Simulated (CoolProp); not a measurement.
Vapour-liquid equilibrium of benzene (1) + octamethylcyclotetrasiloxane (D4) (2) at 0.0313 MPa; x and y are mole fractions of (1).

Computed with CoolProp (multi-fluid Helmholtz-energy mixture model, Thol 2012 and Thol 2015; pair parameters Bell 2016).

```tsv
x	bubble temperature, mixture model (°C)	bubble temperature, Raoult's law (°C)	y, mixture model	y, Raoult's law
0.05	122.0	118.4	0.380	0.461
0.15	99.9	96.8	0.761	0.792
0.25	84.4	83.5	0.893	0.898
0.35	73.9	74.2	0.944	0.944
0.45	66.7	67.3	0.967	0.966
0.55	61.4	61.8	0.979	0.980
0.65	57.3	57.4	0.987	0.988
0.75	53.7	53.6	0.992	0.993
0.85	50.5	50.4	0.996	0.996
0.95	47.6	47.5	0.999	0.999
```

The largest gap from Raoult's law is +3.6 K in bubble temperature, at x = 0.05. No azeotrope shows between x = 0.05 and 0.95.

Pair parameters are fitted to limited data, so mixtures are less certain than the pure fluids. The gap from Raoult's law changes sign with composition, which may be real or a fault of the pair parameters; it wasn't checked against measurements.
